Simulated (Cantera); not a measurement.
**SiCl4 + HCl + H2 (chlorosilane synthesis and conversion)**

Input: 1 mol SiCl4, 0.65 mol HCl, 15 mol H2, held at 0.133 bar.

These are equilibrium values from Cantera (NASA tables, ideal gas, pure condensed phases), not measurements of a reactor. Candidate condensed phases: Si; 19 gas species. The tables' values for SiCl3 are old estimates; treat these amounts as uncertain. Kinetics and transport are ignored.

From 575 K to 1250 K nothing is condensed. The main Si-bearing gas is SiCl4 throughout.

```csv
T (K),x H2,x HCl,x SiCl4,x SiCl2,x SiHCl3,x SiCl3,x SiH2Cl2,x SiH3Cl
575,0.901,0.0391,0.0600,<1e-12,2.06e-5,7.39e-11,3.25e-10,<1e-12
650,0.901,0.0392,0.0599,<1e-12,0.000112,5.38e-9,1.22e-8,<1e-12
725,0.900,0.0395,0.0596,1.02e-10,0.000420,1.58e-7,2.06e-7,2.21e-11
800,0.900,0.0402,0.0589,1.07e-8,0.00119,2.38e-6,1.94e-6,7.32e-10
875,0.898,0.0418,0.0573,4.67e-7,0.00270,2.15e-5,1.16e-5,1.20e-8
950,0.896,0.0444,0.0548,1.03e-5,0.00507,0.000130,4.77e-5,1.12e-7
1025,0.892,0.0482,0.0511,0.000128,0.00812,0.000560,0.000143,6.50e-7
1100,0.886,0.0544,0.0458,0.000975,0.0110,0.00179,0.000317,2.42e-6
1175,0.875,0.0651,0.0384,0.00446,0.0122,0.00418,0.000495,5.47e-6
1250,0.859,0.0821,0.0284,0.0125,0.0106,0.00705,0.000536,7.53e-6
```
x: gas mole fraction; nothing condenses.
